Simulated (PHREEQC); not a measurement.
Make-up at 25 °C: 1.6 mol/kgw MgCl2, 0.043 mol/kgw BaCl2 and 0.053 mol/kgw KBr. Closed to the air; pH follows from the charge balance.

The numbers come from PHREEQC with the Pitzer model, pitzer.dat.

```
quantity                        before    after
-----------------------------  -------  -------
MgOH+ (mol/kgw)                9.93e-7  3.62e-7
SI of Sylvite (KCl)              -1.95    -3.45
SI of Bischofite (MgCl2:6H2O)    -3.93    -6.48
```

**Question.** Which change was made?
A. MgCl2 from 1.6 to 3.2 mol/kgw
B. KBr from 0.053 to 0.0583 mol/kgw
C. diluted 5-fold with water

**Answer.** C, diluted 5-fold with water

No solid was allowed to form.
